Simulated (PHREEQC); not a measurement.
Consider water at 20 °C with 0.0043 mol Fe(NO3)3 per kg of water. It is in equilibrium with CO2 at log p = -3.4 (atm). Otherwise closed; pH follows from the charge balance.

All values are PHREEQC results (ion-association model, phreeqc.dat), not measurements.

- pH: 2.59
- ionic strength: 0.0219 mol/kgw
- total alkalinity: -8.60 meq/kg

```json
[
 {"species": "NO3-", "molality": "0.0129", "activity": "0.0111", "log γ": "-0.065"},
 {"species": "H+", "molality": "0.00287", "activity": "0.00255", "log γ": "-0.052"},
 {"species": "FeOH+2", "molality": "0.00177", "activity": "0.00102", "log γ": "-0.241"},
 {"species": "Fe+3", "molality": "0.00160", "activity": "0.000542", "log γ": "-0.469"},
 {"species": "Fe2(OH)2+4", "molality": "0.000336", "activity": "3.44e-5", "log γ": "-0.990"},
 {"species": "Fe(OH)2+", "molality": "0.000125", "activity": "0.000109", "log γ": "-0.059"},
 {"species": "Fe3(OH)4+5", "molality": "4.42e-5", "activity": "1.25e-6", "log γ": "-1.548"},
 {"species": "CO2", "molality": "1.55e-5", "activity": "1.56e-5", "log γ": "0.002"},
 {"species": "Fe(OH)3", "molality": "4.39e-9", "activity": "4.42e-9", "log γ": "0.002"},
 {"species": "HCO3-", "molality": "2.91e-9", "activity": "2.54e-9", "log γ": "-0.059"}
]
```

No solid was allowed to form. Saturation is exceeded, for instance for Hematite (slow to form), Goethite (slow to form); the values hold only as long as no solid forms.
